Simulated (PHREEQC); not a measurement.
1 kg of water holding 0.28 mol/kgw NaOH and 0.021 mol/kgw NaCl meets 20 L of dry gas (CO2 0.71, N2 0.29 by moles) at fixed total pressure, at 80 °C; fugacities by Peng-Robinson. The gases take part in no redox reaction, some water evaporates into the gas, and hydrates or a liquid gas phase aren't modelled. No solid was allowed to form.

Computed with PHREEQC (ion-association model, phreeqc.dat).

| P (atm) | dissolved CO2 (all carbonate carbon) (mol/kgw) | φ of CO2 | p of CO2 (atm) | dissolved N2 (mol/kgw) |
|---|---|---|---|---|
| 2 | 0.273 | 0.994 | 0.981 | 0.000237 |
| 5 | 0.310 | 0.984 | 3.09 | 0.000615 |
| 10 | 0.353 | 0.969 | 6.61 | 0.00124 |
| 20 | 0.431 | 0.939 | 13.7 | 0.00247 |
| 30 | 0.502 | 0.910 | 20.7 | 0.00370 |
| 40 | 0.568 | 0.882 | 27.8 | 0.00492 |
| 50 | 0.628 | 0.854 | 34.8 | 0.00615 |
| 75 | 0.757 | 0.790 | 52.5 | 0.00922 |
| 100 | 0.860 | 0.732 | 70.1 | 0.0123 |
| 150 | 1.00 | 0.635 | 105 | 0.0188 |
| 200 | 1.09 | 0.563 | 141 | 0.0253 |
| 300 | 1.20 | 0.474 | 211 | 0.0377 |
| 400 | 1.27 | 0.430 | 281 | 0.0487 |

Away from 25 °C the constants follow the database's enthalpies or fits; those with neither stay at their 25 °C values.
